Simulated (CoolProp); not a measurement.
Properties of n-butane along the isobar 6.72 MPa.

Values from CoolProp's reference Helmholtz-energy equation of state, Bücker 2006.

| T (K) | phase | Joule-Thomson coefficient (K/MPa) | Prandtl number |
|---|---|---|---|
| 341.4 | liquid | -0.1551 | 3.33 |
| 350 | liquid | -0.1066 | 3.25 |
| 358.7 | liquid | -0.05006 | 3.18 |
| 367.3 | liquid | 0.01516 | 3.11 |
| 376 | liquid | 0.09339 | 3.04 |
| 384.6 | liquid | 0.1867 | 2.96 |
| 393.2 | liquid | 0.3017 | 2.89 |
| 401.9 | liquid | 0.4489 | 2.81 |
| 410.5 | liquid | 0.6392 | 2.73 |

Viscosity comes from a separate model (Vogel 1999). Thermal conductivity comes from a separate model (Perkins 2002).
